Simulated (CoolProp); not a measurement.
Computed with CoolProp (reference Helmholtz-energy equation of state, Lemmon 2005). It is a short technical equation, of lower accuracy than the large ones.

Task: Give the vapour pressure (kPa), liquid density (kg/m³), liquid cp (kJ/(kg K)), vapour Z of saturated 1-butene at -24.15, -4.45 °C.

Result: 
```tsv
T (°C)	p (kPa)	liquid density (kg/m³)	liquid cp (kJ/(kg K))	vapour Z
-24.15	47.7	646	2.10	0.975
-4.45	109	623	2.17	0.956
```
